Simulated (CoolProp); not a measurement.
Model: reference Helmholtz-energy equation of state, Lemmon 2022, in CoolProp.

Q: For R1234yf, give the phase and the cv (kJ/(kg K)), Prandtl number at 123.75 °C and 0.0161 MPa; 123.75 °C and 0.0508 MPa; 123.75 °C and 5.08 MPa.

A: 
- 123.75 °C and 0.0161 MPa: gas; cv 0.991, Prandtl number 0.789
- 123.75 °C and 0.0508 MPa: gas; cv 0.991, Prandtl number 0.789
- 123.75 °C and 5.08 MPa: supercritical; cv 1.13, Prandtl number 2.22

Viscosity comes from a separate model (Bell 2016), an estimate that may be off by 10 % or more. Thermal conductivity comes from a separate model (Perkins 2011).
